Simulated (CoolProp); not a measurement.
Values from CoolProp's reference Helmholtz-energy equation of state, Lemmon 2006. It is a short technical equation, of lower accuracy than the large ones.

**Question.** Give the vapour pressure (bar), liquid density (kg/m³), enthalpy of vaporisation (kJ/kg), vapour Z of saturated carbonyl sulfide at 272.4 K.

**Answer.** 
```json
[
 {"T (K)": "272.4", "p (bar)": "6.36", "liquid density (kg/m³)": "1060", "enthalpy of vaporisation (kJ/kg)": "271", "vapour Z": "0.898"}
]
```
